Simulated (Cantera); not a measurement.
What does this Cantera script print?

```python
import numpy as np
import cantera as ct

surf = ct.Interface("ptcombust.yaml", "Pt_surf")
gas = surf.adjacent["gas"]
gas.TPX = 598, 101325, {'CO': 0.0046, 'O2': 0.041, 'N2': 0.79, 'H2O': 0.051}
surf.TP = 598, 101325
reactor = ct.FlowReactor(gas, clone=False)
reactor.area = 0.0001  # m2
reactor.surface_area_to_volume_ratio = 730  # 1/m
reactor.mass_flow_rate = 0.23 * reactor.area * gas.density  # inlet velocity 0.23 m/s
reactor.energy_enabled = False
wall = ct.ReactorSurface(surf, reactor, clone=False)
net = ct.ReactorNet([reactor])
net.rtol, net.atol = 1e-8, 1e-16
show, cover = ['CO', 'O2', 'H2O', 'CO2'], ['PT(S)', 'H(S)', 'O(S)', 'OH(S)', 'CO(S)', 'C(S)']

rows = []
print(f"{'z/m':>9s}{'u/(m/s)':>9s}" + "".join(f"{s:>13s}" for s in show + cover))
for z in [4e-05, 7.7e-05, 0.00015, 0.00029, 0.00055, 0.0011, 0.0021, 0.004]:
    net.advance(z)
    rows.append([reactor.speed, *gas[show].X, *surf[cover].coverages])
    print(f"{z:9.4g}{rows[-1][0]:9.3g}" + "".join(f"{x:13.4e}" for x in rows[-1][1:]))
```

Result:

```
      z/m  u/(m/s)           CO           O2          H2O          CO2        PT(S)         H(S)         O(S)        OH(S)        CO(S)         C(S)
    4e-05     0.23   5.1663e-03   4.6234e-02   5.7524e-02   2.2130e-05   1.4498e-02   3.0403e-09   2.0283e-02   1.8173e-03   9.6337e-01   4.8227e-15
  7.7e-05     0.23   5.1457e-03   4.6224e-02   5.7524e-02   4.2777e-05   1.4560e-02   3.0468e-09   2.0457e-02   1.8289e-03   9.6312e-01   4.8008e-15
  0.00015     0.23   5.1046e-03   4.6204e-02   5.7526e-02   8.4026e-05   1.4686e-02   3.0598e-09   2.0814e-02   1.8528e-03   9.6261e-01   4.7567e-15
  0.00029     0.23   5.0236e-03   4.6165e-02   5.7528e-02   1.6516e-04   1.4943e-02   3.0861e-09   2.1555e-02   1.9020e-03   9.6157e-01   4.6686e-15
  0.00055     0.23   4.8654e-03   4.6090e-02   5.7532e-02   3.2381e-04   1.5487e-02   3.1408e-09   2.3171e-02   2.0077e-03   9.5930e-01   4.4906e-15
   0.0011     0.23   4.4852e-03   4.5908e-02   5.7543e-02   7.0500e-04   1.7086e-02   3.2937e-09   2.8300e-02   2.3307e-03   9.5224e-01   4.0266e-15
   0.0021     0.23   3.3653e-03   4.5372e-02   5.7576e-02   1.8278e-03   2.8468e-02   4.1180e-09   8.3778e-02   5.1777e-03   8.8251e-01   2.1002e-15
    0.004     0.23   2.6870e-03   4.5048e-02   5.7595e-02   2.5078e-03   4.4880e-03   7.5123e-11   9.8670e-01   7.0564e-03   1.7454e-03   5.5600e-20
```

Detailed kinetics in Cantera: Deutschmann's 1995 Pt surface mechanism with GRI-Mech 3.0 gas chemistry. Catalytic surfaces can have several steady states; this one follows from the mechanism file's or the stated starting coverage. Mass transfer to the wall is taken as infinitely fast.
